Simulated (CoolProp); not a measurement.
Propane at 293.15 K and 4.98 MPa is throttled through a valve to 0.3 MPa with no heat exchange. Each further row changes one setting.

The numbers come from the reference Helmholtz-energy equation of state, Lemmon 2009 in CoolProp.

```csv
case,temperature change (K),final phase,final density (kg/m³)
as stated,-34.2,"two-phase, vapour fraction 0.222",28.8
outlet pressure 0.09 MPa,-64.8,"two-phase, vapour fraction 0.370",5.82
outlet pressure 0.39 MPa,-26.3,"two-phase, vapour fraction 0.178",44.8
```
